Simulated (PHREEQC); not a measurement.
Make-up at 26 °C: 0.0012 mol/kgw NH4HF2, 0.00175 mol/kgw H2SiF6 and 0.00012 mol/kgw HBF4. Closed to the air; pH follows from the charge balance.

All values are PHREEQC results (ion-association model, phreeqc.dat), not measurements.

Precipitation was switched off in this run.

What pH, ionic strength does the model give?

pH 2.58; ionic strength 0.00562 mol/kgw.

In which forms is B present?

H3BO3 49 %, BF4- 43 %, BF3OH- 5.7 %, BF2(OH)2- 2.9 % of the B.

Saturation is exceeded, for instance for Quartz (slow to form); the values hold only as long as no solid forms. Complexes and solids missing from the database can't appear. SiF6-2 is the database's only silicon fluoride. Real BF4- forms and hydrolyses slowly; the run takes it at equilibrium.
